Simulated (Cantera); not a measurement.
A closed system holds: 1 mol Si, 0.7 mol Br2, 0.24 mol H2, equilibrated at 798 K and 0.400 bar.

These are equilibrium values from Cantera (NASA tables, ideal gas, pure condensed phases), not measurements of a reactor. Candidate condensed phases: Br2, Si; 19 gas species. The tables' values for SiBr3 are old estimates; treat these amounts as uncertain. Equilibrium is a limit: real reactors are often held back by kinetics, nucleation or transport.

Base state: SiBr4 0.574, H2 0.393, SiHBr3 0.0282, HBr 0.00387, SiH2Br2 0.000649, SiBr3 8.41e-5, SiBr2 2.13e-5 (mole fractions); condensed: Si(s).

Q: What changes in the equilibrium state with this change: H2 from 0.24 to 96 mol?

A: 
| species | before | after |
|---|---|---|
| H2 | 0.393 | 0.995 |
| SiBr4 | 0.574 | 0.00259 |
| HBr | 0.00387 | 0.00159 |
| SiHBr3 | 0.0282 | 0.000782 |
| SiBr3 | 8.41e-5 | 1.46e-6 |
| SiBr2 | 2.13e-5 | 1.43e-6 |
| SiH2Br2 | 0.000649 | 0.000110 |
| Si(s), mol | 0.646 | 0.664 |
